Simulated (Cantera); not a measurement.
Feed: 1 mol BCl3, 1.4 mol H2, at 75.0 Torr.

These are equilibrium values from Cantera (NASA tables, ideal gas, pure condensed phases), not measurements of a reactor. Candidate condensed phases: B; 13 gas species. Gases not in the tables: BHCl2. Kinetics and transport are ignored.

Over these rows the condensed part is B(s). Partial pressures as log10 of bar:

```tsv
T (K)	1000/T (1/K)	log p Cl	log p H2	log p BCl3	log p HCl
1098	0.9107	-8.82	-1.31	-1.45	-1.82
1198	0.8347	-7.80	-1.34	-1.48	-1.69
1298	0.7704	-6.94	-1.37	-1.51	-1.58
1398	0.7153	-6.20	-1.41	-1.54	-1.50
1498	0.6676	-5.57	-1.44	-1.58	-1.43
1598	0.6258	?	-1.48	-1.62	-1.37
```

Problem. Fit log p(Cl) = a + b·(1000/T) to the five rows, give the apparent enthalpy, and predict the row at 1598 K.

Solution. Means: 1000/T = 0.7797, log p = -7.066. Sxy = -0.494788, Sxx = 0.0369863, so b = -13.38 and a = -7.066 − (-13.38)×0.7797 = 3.37.
Apparent enthalpy: −19.145 × (-13.38) = 256 kJ/mol. With the condensed phases at unit activity, 1/3 BCl3(g) = Cl(g) + 1/3 B(s) links this pressure to the main gases: over the six rows their terms move log p by -0.06 in all, so the slope is close to that reaction's ΔH°. The five rows lie within 0.01 of the line.
Prediction at 1598 K: 3.37 + (-13.38)×0.6258 = -5.00. The computed value is -5.01, 0.01 from the line.
